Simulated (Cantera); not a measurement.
Ignition delay

Mixture: 41.7 % H₂, 6.25 % O₂, 52.1 % N₂, equivalence ratio 3.3, at 42000 Pa, adiabatic and at constant pressure. Ignition delay is the time to a rise of 400 K.

Computed with Cantera and the H2/O2 subset of GRI-Mech 3.0, which has no nitrogen chemistry. Where the delays flatten at high temperature, the 400 K rule measures the pace of heat release, not the induction time.

```json
[
 {"T0 (K)": "1050", "delay (ms)": "0.602"},
 {"T0 (K)": "1125", "delay (ms)": "0.397"},
 {"T0 (K)": "1200", "delay (ms)": "0.307"},
 {"T0 (K)": "1275", "delay (ms)": "0.268"},
 {"T0 (K)": "1350", "delay (ms)": "0.254"},
 {"T0 (K)": "1425", "delay (ms)": "0.257"},
 {"T0 (K)": "1500", "delay (ms)": "0.270"},
 {"T0 (K)": "1575", "delay (ms)": "0.291"}
]
```
